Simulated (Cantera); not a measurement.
Hydrocarbon pyrolysis for carbon deposition

A perfectly stirred reactor is fed with 6.25 % C2H6, 93.8 % N2, at 0.800 bar; it is held at 1923 K, and followed from long to short residence time.

Detailed kinetics in Cantera: GRI-Mech 3.0 (53 species, 325 reactions). GRI-Mech 3.0 stops at C3 and has no aromatics, soot or wall deposition, so with more carbon than oxygen in the feed, carbon stays in small species such as C2H2 where larger ones or solid carbon would form.

```tsv
τ (s)	x C2H6	x H2	x CH2	x C2H	x C2H4
29	2.20e-8	0.110	7.45e-8	2.47e-6	5.04e-5
6.3	8.98e-8	0.110	1.40e-7	2.52e-6	5.10e-5
1.4	3.90e-7	0.109	2.90e-7	2.58e-6	5.25e-5
0.30	1.77e-6	0.108	6.36e-7	2.71e-6	5.96e-5
0.067	7.57e-6	0.105	1.41e-6	2.98e-6	9.00e-5
0.015	3.11e-5	0.101	3.23e-6	3.51e-6	0.000205
0.0032	0.000128	0.0945	7.66e-6	4.45e-6	0.000619
0.00071	0.000497	0.0857	1.70e-5	5.67e-6	0.00192
0.00016	0.00189	0.0721	3.40e-5	6.73e-6	0.00558
```
x: mole fraction; the columns are a selection and need not sum to one.
